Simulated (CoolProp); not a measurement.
A Linde-Hampson liquefier for dry air: isothermal reversible compression at 300 K from 1 atm to 20 MPa, throttling to 1 atm, return gas leaving the recuperator 2 K below the feed. Each further row changes one setting.

The numbers come from the reference Helmholtz-energy equation of state, Lemmon 2000 in CoolProp. It is a pseudo-pure fit of the blend.

| case | liquid yield per pass | compression work (kJ/kg of gas) |
|---|---|---|
| as stated | ? | 454 |
| high pressure 40 MPa | ? | ? |
| warm-end temperature 330 K | ? | ? |
| warm-end gap 7 K | ? | 454 |

Q: Fill in the missing entries.

A: 
- as stated, liquid yield per pass: 0.076
- high pressure 40 MPa, liquid yield per pass: 0.101
- high pressure 40 MPa, compression work (kJ/kg of gas): 520
- warm-end temperature 330 K, liquid yield per pass: 0.056
- warm-end temperature 330 K, compression work (kJ/kg of gas): 502
- warm-end gap 7 K, liquid yield per pass: 0.065
